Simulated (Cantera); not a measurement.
A perfectly stirred reactor is fed with CO : H₂ : CH₄ : O₂ : N₂ = 1 : 0.19 : 0.8 : 3.92 : 14.7 (molar parts), equivalence ratio 0.56, at 2480 Torr; it is adiabatic with a 648 K inlet, and is followed from long to short residence time, starting on the burning branch (τ in s: 0.079, 0.038, 0.018, 0.0089, 0.0043, 0.0021, 0.001, 0.00048, 0.00023, 0.00011, 5.4e-05).

Detailed kinetics in Cantera: GRI-Mech 3.0 (53 species, 325 reactions).

Task: What does this change do: pressure from 2480 Torr to 7500 Torr?

Result: 
```
quantity                                                                          before                                   after
------------------------------------------------  --------------------------------------  --------------------------------------
blow-out, bracketed by the residence times tried  burning at 54.0 µs, the shortest tried  burning at 54.0 µs, the shortest tried
x(CO) at τ = 79.0 ms                                                            0.000324                                0.000151
x(H₂) at τ = 79.0 ms                                                             5.24e-5                                 2.38e-5
x(CH₄) at τ = 79.0 ms                                                            2.76e-6                                 1.46e-6
x(NO₂) at τ = 79.0 ms                                                            2.94e-7                                 6.97e-7
x(NO) at τ = 79.0 ms                                                            0.000120                                0.000174
x(CO) at τ = 2.10 ms                                                             0.00295                                 0.00144
x(H₂) at τ = 2.10 ms                                                            0.000357                                0.000113
x(CH₄) at τ = 2.10 ms                                                            3.54e-5                                 2.75e-5
x(NO₂) at τ = 2.10 ms                                                            9.54e-8                                 1.82e-7
x(NO) at τ = 2.10 ms                                                             2.98e-5                                 2.41e-5
```
